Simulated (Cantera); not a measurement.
What does this Cantera script print?

```python
import numpy as np
import cantera as ct

gas_names = """
    Ba BaCL BaCL2 BaOH BaO2H2 CL CLO CL2 H HCL HOCL HO2 H2 H2O H2O2 O OH O2 O3
""".split()
cond_names = """
    Ba(cr) Ba(L) BaCL2(a) BaCL2(b) BaCL2(L) BaO(s) BaO(L) BaO2H2(s) BaO2H2(L) H2O(s) H2O(L)
""".split()


# ... load() reads the species with a 1 bar reference pressure and builds the phases ...
atoms = {
    'BaCl2': {'Ba': 1, 'CL': 2},
    'O2': {'O': 2},
    'H2': {'H': 2},
}
top_T = {}  # K; cautious upper limits of use, not melting points


# ... equilibrate(T, P, feed) seeds the gas with the atoms and calls Mixture.equilibrate('TP', solver="vcs", rtol=1e-11, max_steps=5000) ...
results = []
feed = {'BaCl2': 1, 'O2': 2.7, 'H2': 310}  # mol
P = 0.24  # Pa
for T in [1250, 1300, 1350, 1400, 1450, 1500, 1550, 1600, 1650, 1700, 1750, 1800]:
    mix = equilibrate(T, P, feed)
    results.append((T, P, feed, dict(zip(mix.species_names, mix.species_moles))))

top = {s: max(r[3][s] / sum(r[3][g] for g in gas_names) for r in results) for s in gas_names}
cols = sorted((s for s in top if top[s] > 0.001), key=lambda s: -top[s])[:8]
seen = [c for c in cond_names if any(r[3].get(c, 0) > 1e-12 for r in results)]
print("log10 of partial pressures in bar; condensed amounts in mol")
print(f"{'T/K':>10s}" + "".join(f"{s[:9]:>10s}" for s in cols + seen))
for T, P, feed, n in results:
    ng = sum(n[g] for g in gas_names)
    print(f"{T:10.4g}" + "".join(f"{np.log10(max(n[s] / ng * P / 1e5, 1e-99)):10.3f}" for s in cols)
          + "".join(f"{n.get(c, 0):10.4g}" for c in seen))
```

Result:

```
log10 of partial pressures in bar; condensed amounts in mol
       T/K        H2         H       H2O       HCL     BaCL2        Ba    BaO(s)
      1250    -5.629    -9.130    -7.382    -9.399    -8.128   -11.223   0.01468
      1300    -5.629    -8.771    -7.381    -9.354    -8.134   -10.534         0
      1350    -5.630    -8.438    -7.381    -9.166    -8.146   -10.198         0
      1400    -5.630    -8.128    -7.382    -8.988    -8.163    -9.898         0
      1450    -5.632    -7.840    -7.383    -8.822    -8.187    -9.629         0
      1500    -5.634    -7.571    -7.384    -8.668    -8.221    -9.388         0
      1550    -5.638    -7.321    -7.386    -8.527    -8.268    -9.173         0
      1600    -5.645    -7.087    -7.390    -8.402    -8.332    -8.981         0
      1650    -5.655    -6.869    -7.396    -8.294    -8.418    -8.812         0
      1700    -5.671    -6.667    -7.404    -8.206    -8.533    -8.665         0
      1750    -5.696    -6.481    -7.418    -8.143    -8.688    -8.542         0
      1800    -5.731    -6.311    -7.438    -8.110    -8.893    -8.445         0
```

Method: chemical equilibrium by Gibbs-energy minimisation in Cantera with the NASA 1993 tables (ideal gas, pure condensed phases). Condensed phases not in the tables: oxide chlorides.
